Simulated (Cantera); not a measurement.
Feed: 1 mol Cr, 0.18 mol O2, 6.1 mol H2, held at 3.20 bar.

Method: chemical equilibrium by Gibbs-energy minimisation in Cantera with the NASA 1993 tables (ideal gas, pure condensed phases). Candidate condensed phases: Cr, Cr2O3, H2O; 13 gas species. Mutual solubility and eutectic melting of coexisting phases are not modelled. Equilibrium is a limit: real reactors are often held back by kinetics, nucleation or transport.

Which condensed phases are stable at each of these points (T (K)): 1923, 1998, 2073, 2148, 2223, 2298, 2373?


| T (K) | condensed phases | Cr condensed (%) |
|---|---|---|
| 1923 | Cr(s) + Cr2O3(s) | 99.9 |
| 1998 | Cr(s) + Cr2O3(s) | 99.8 |
| 2073 | Cr(s) + Cr2O3(s) | 99.5 |
| 2148 | Cr(l) + Cr2O3(s) | 99.0 |
| 2223 | Cr(l) + Cr2O3(s) | 98.0 |
| 2298 | Cr(l) + Cr2O3(s) | 96.2 |
| 2373 | Cr(l) + Cr2O3(s) | 93.2 |

From 1923 K to 2073 K the condensed part is Cr(s) + Cr2O3(s). From 2148 K to 2373 K the condensed part is Cr(l) + Cr2O3(s).
